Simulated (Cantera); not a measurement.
Input: 1 mol LiOH, a varied amount of H₂, held at 1500 K and 45.0 Pa.

Method: chemical equilibrium by Gibbs-energy minimisation in Cantera with the NASA 1993 tables (ideal gas, pure condensed phases). Candidate condensed phases: H₂O, Li, LiH, LiOH, Li₂O; 17 gas species. The numbers say what is thermodynamically allowed, not how fast it happens.

x: gas mole fraction; n: condensed amount in mol.

| n(H₂) (mol) | x H₂ | x LiOH | x H₂O | x Li | x Li₂O | x H | n Li₂O(s) |
|---|---|---|---|---|---|---|---|
| 0.27 | 0.178 | 0.576 | 0.158 | 0.0824 | 0.00456 | 0.000350 | 0.0880 |
| 0.35 | 0.211 | 0.547 | 0.143 | 0.0946 | 0.00456 | 0.000381 | 0.0588 |
| 0.44 | ? | 0.519 | 0.128 | 0.107 | 0.00456 | 0.000407 | ? |
| 0.57 | 0.284 | 0.477 | 0.119 | 0.115 | 0.00415 | 0.000443 | 0 |
| 0.72 | 0.338 | 0.427 | 0.117 | 0.114 | 0.00338 | 0.000482 | 0 |
| 0.93 | 0.399 | 0.373 | 0.114 | 0.111 | 0.00265 | 0.000524 | 0 |
| 1.2 | ? | ? | 0.109 | 0.107 | ? | 0.000564 | 0 |
| 1.5 | 0.518 | 0.274 | 0.104 | 0.102 | 0.00157 | 0.000597 | 0 |
| 1.9 | 0.575 | 0.230 | 0.0974 | 0.0961 | 0.00118 | 0.000629 | 0 |
| 2.5 | 0.638 | 0.183 | 0.0891 | 0.0882 | 0.000817 | 0.000663 | 0 |
| 3.2 | 0.690 | 0.147 | 0.0812 | 0.0806 | 0.000574 | 0.000689 | 0 |

### Question
Fill in the missing entries.

### Answer

- 0.44, x H₂: 0.241
- 0.44, n Li₂O(s): 0.0255
- 1.2, x H₂: 0.462
- 1.2, x LiOH: 0.319
- 1.2, x Li₂O: 0.00203
